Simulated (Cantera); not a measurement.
**Equilibrium for silicon oxide and oxynitride deposition: SiCl4 + O2**

A closed system holds: 1 mol SiCl4, a varied amount of O2, at 1752 °C and 0.00980 bar.

Cantera equilibrium calculation (NASA polynomials, part measured and part estimated; ideal gas, pure solids and liquids). Candidate condensed phases: Si, SiO2; 15 gas species. The tables' values for SiCl3, SiO2 are old estimates; treat these amounts as uncertain. The tables hold silica as quartz up to 1696 K and as liquid above; real silica turns to tridymite and cristobalite and melts near 1996 K. Kinetics and transport are ignored.

From 0.69 mol O2 to 5.3 mol O2 the condensed part is SiO2(l). The main Si-bearing gas is SiO throughout.

```json
[
 {"n(O2) (mol)": "0.69", "x Cl": "0.878", "x O2": "5.12e-7", "x SiO": "0.0530", "x SiCl4": "0.0253", "x SiCl3": "0.0180", "x SiCl2": "0.0142", "x Cl2": "0.0115", "n SiO2(l)": "0.592"},
 {"n(O2) (mol)": "0.89", "x Cl": "0.946", "x O2": "2.37e-6", "x SiO": "0.0247", "x SiCl4": "0.00739", "x SiCl3": "0.00488", "x SiCl2": "0.00357", "x Cl2": "0.0133", "n SiO2(l)": "0.842"},
 {"n(O2) (mol)": "1.1", "x Cl": "0.960", "x O2": "0.0241", "x SiO": "0.000244", "x SiCl4": "7.70e-7", "x SiCl3": "5.01e-7", "x SiCl2": "3.61e-7", "x Cl2": "0.0137", "n SiO2(l)": "0.999"},
 {"n(O2) (mol)": "1.5", "x Cl": "0.875", "x O2": "0.111", "x SiO": "0.000114", "x SiCl4": "1.15e-7", "x SiCl3": "8.24e-8", "x SiCl2": "6.52e-8", "x Cl2": "0.0114", "n SiO2(l)": "0.999"},
 {"n(O2) (mol)": "1.9", "x Cl": "0.803", "x O2": "0.183", "x SiO": "8.87e-5", "x SiCl4": "4.95e-8", "x SiCl3": "3.85e-8", "x SiCl2": "3.32e-8", "x Cl2": "0.00961", "n SiO2(l)": "0.999"},
 {"n(O2) (mol)": "2.5", "x Cl": "0.716", "x O2": "0.272", "x SiO": "7.28e-5", "x SiCl4": "2.10e-8", "x SiCl3": "1.84e-8", "x SiCl2": "1.78e-8", "x Cl2": "0.00763", "n SiO2(l)": "0.999"},
 {"n(O2) (mol)": "3.2", "x Cl": "0.635", "x O2": "0.353", "x SiO": "6.38e-5", "x SiCl4": "1.00e-8", "x SiCl3": "9.87e-9", "x SiCl2": "1.08e-8", "x Cl2": "0.00601", "n SiO2(l)": "0.999"},
 {"n(O2) (mol)": "4.1", "x Cl": "0.555", "x O2": "0.435", "x SiO": "5.76e-5", "x SiCl4": "4.75e-9", "x SiCl3": "5.36e-9", "x SiCl2": "6.68e-9", "x Cl2": "0.00459", "n SiO2(l)": "0.999"},
 {"n(O2) (mol)": "5.3", "x Cl": "0.475", "x O2": "0.515", "x SiO": "5.29e-5", "x SiCl4": "2.15e-9", "x SiCl3": "2.84e-9", "x SiCl2": "4.13e-9", "x Cl2": "0.00336", "n SiO2(l)": "0.999"}
]
```
x: gas mole fraction; n: condensed amount in mol.
